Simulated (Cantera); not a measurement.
Input: 1 mol Si, 0.099 mol N2O, 5.4 mol N2, at 2.00 Pa.

Cantera equilibrium calculation (NASA polynomials, part measured and part estimated; ideal gas, pure solids and liquids). Candidate condensed phases: Si, SiO2, Si2N2O, Si3N4; 16 gas species. Mutual solubility and eutectic melting of coexisting phases are not modelled. Rates play no part.

Which condensed phases are stable at each of these points (T (K)): 975, 1075, 1175, 1275, 1375, 1475, 1575, 1675, 1775, 1875, 1975, 2075, 2175?


| T (K) | condensed phases | Si condensed (%) |
|---|---|---|
| 975 | Si2N2O(s) + Si3N4(s) | 100.0 |
| 1075 | Si2N2O(s) + Si3N4(s) | 100.0 |
| 1175 | Si2N2O(s) + Si3N4(s) | 100.0 |
| 1275 | Si2N2O(s) + Si3N4(s) | 100.0 |
| 1375 | Si2N2O(s) + Si3N4(s) | 99.6 |
| 1475 | Si(s) | 89.9 |
| 1575 | Si(s) | 88.5 |
| 1675 | Si(s) | 77.4 |
| 1775 | Si(l) | 19.4 |
| 1875 | gas only | 0.0 |
| 1975 | gas only | 0.0 |
| 2075 | gas only | 0.0 |
| 2175 | gas only | 0.0 |

From 975 K to 1375 K the condensed part is Si2N2O(s) + Si3N4(s). From 1475 K to 1675 K the condensed part is Si(s). At 1775 K the condensed part is Si(l). From 1875 K to 2175 K nothing is condensed.
